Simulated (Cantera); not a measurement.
A counterflow diffusion flame at 1.01 bar, nozzles 20 mm apart: fuel side CH4 : C2H6 = 1 : 0.83 (molar parts) at 550 K, oxidiser side O2 : N2 = 0.21 : 0.79 (molar parts) at 673 K, fuel mass flux 0.8 times the oxidiser's; mixture-averaged transport, no radiation.

Computed with Cantera and GRI-Mech 3.0 (53 species, 325 reactions). GRI-Mech 3.0 has no aromatics or soot, which form on the fuel side of real flames. The maximum strain rate includes the flame's own expansion and is several times the mean.

x: mole fraction; the columns are a selection and need not sum to one.

```
oxidiser flux (kg/m²/s)  max strain (1/s)  mean strain (1/s)  T max (K)  peak x OH  peak x H  peak x NO  peak x CO  peak x C2H2
-----------------------  ----------------  -----------------  ---------  ---------  --------  ---------  ---------  -----------
0.25                                  217               44.1       2198    0.00978   0.00513   0.000362     0.0667       0.0341
0.39                                  [?]               68.8       2174    0.00978   0.00554        [?]     0.0656       0.0323
0.62                                  505                109       2149    0.00973   0.00598   0.000290     0.0648       0.0303
0.96                                  [?]                169       2127    0.00963   0.00640        [?]     0.0644       0.0284
1.5                                  1150                264       2099    0.00935   0.00674   0.000208     0.0642       0.0261
2.3                                  1700                405       2067    0.00888   0.00692   0.000160     0.0643       0.0234
3.6                                  2560                635       2026    0.00817   0.00688   0.000110     0.0651       0.0200
```

Problem. Complete the blanks.

Solution. 
- 0.39, max strain (1/s): 327
- 0.39, peak x NO: 0.000327
- 0.96, max strain (1/s): 758
- 0.96, peak x NO: 0.000253
